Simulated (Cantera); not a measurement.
Thermodynamics of roasting and sulfation, feed Fe₂O₃ + H₂S + N₂ + SO₃

Charge: 1 mol Fe₂O₃, 0.47 mol H₂S, 1.2 mol N₂, 0.068 mol SO₃, equilibrated at 1330 Pa.

Cantera equilibrium calculation (NASA polynomials, part measured and part estimated; ideal gas, pure solids and liquids). Candidate condensed phases: Fe, FeO, Fe(OH)₂, Fe(OH)₃, FeS, FeSO₄, FeS₂, Fe₂O₃, Fe₂(SO₄)₃, Fe₃O₄, H₂O, H₂SO₄, S; 38 gas species. Mutual solubility and eutectic melting of coexisting phases are not modelled. The tables' stoichiometric FeO is somewhat more stable than real wüstite, so its field is too wide. FeO, FeS: taken at fixed stoichiometry. Gases not in the tables: S₃ to S₇. Rates play no part.

From 875 °C to 925 °C the condensed part is FeS(s) + Fe₃O₄(s). From 950 °C to 1100 °C the condensed part is FeO(s). The main Fe-bearing gas is Fe(OH)₂ throughout.

```
T (°C)  log p N₂  log p H₂O  log p SO₂  log p S₂  log p H₂  log p H₂S  log p SO  n FeS(s)  n Fe₃O₄(s)  n FeO(s)
------  --------  ---------  ---------  --------  --------  ---------  --------  --------  ----------  --------
875        -2.08      -2.50      -2.84     -3.61     -4.06      -4.34     -5.68     0.250       0.583         0
900        -2.08      -2.51      -2.84     -3.58     -3.98      -4.33     -5.56     0.246       0.585         0
925        -2.08      -2.51      -2.84     -3.54     -3.91      -4.33     -5.44     0.241       0.586         0
950        -2.12      -2.55      -2.62     -3.33     -3.95      -4.34     -5.17         0           0      2.00
975        -2.12      -2.56      -2.62     -3.33     -3.90      -4.37     -5.06         0           0      2.00
1000       -2.12      -2.56      -2.62     -3.34     -3.85      -4.39     -4.97         0           0      2.00
1025       -2.12      -2.56      -2.62     -3.34     -3.79      -4.41     -4.87         0           0      2.00
1050       -2.12      -2.56      -2.62     -3.34     -3.75      -4.44     -4.78         0           0      2.00
1075       -2.12      -2.57      -2.62     -3.35     -3.70      -4.46     -4.69         0           0      2.00
1100       -2.12      -2.57      -2.62     -3.36     -3.66      -4.48     -4.60         0           0      2.00
```
log p: log10 of the partial pressure in bar; n: condensed amount in mol.
